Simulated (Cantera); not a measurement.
Input: 1 mol PbO, 0.69 mol H2, equilibrated at 8.60 bar.

These are equilibrium values from Cantera (NASA tables, ideal gas, pure condensed phases), not measurements of a reactor. Candidate condensed phases: H2O, Pb, PbO, PbO2, Pb3O4; 12 gas species. Each liquid is taken as pure. Mutual solubility and eutectic melting of coexisting phases are not modelled. Gases not in the tables: (PbO)n polymers. The numbers say what is thermodynamically allowed, not how fast it happens. All values below are at 1398 K.

Base state: H2O 0.998, Pb 0.000991, H2 0.000726, PbO 0.000253 (mole fractions); condensed: Pb(l) + PbO(l).

Problem. What changes in the equilibrium state with this change: pressure from 8.60 bar to 16.0 mbar?

Solution. 
```
species        before     after
-----------  --------  --------
H2O             0.998     0.432
Pb           0.000991     0.432
PbO          0.000253     0.136
O2            4.21e-8   3.44e-5
Pb2           2.06e-7   7.29e-5
OH            1.18e-6   2.00e-5
H2           0.000726  0.000255
Pb(l), mol      0.689         0
PbO(l), mol     0.310    0.0935
```
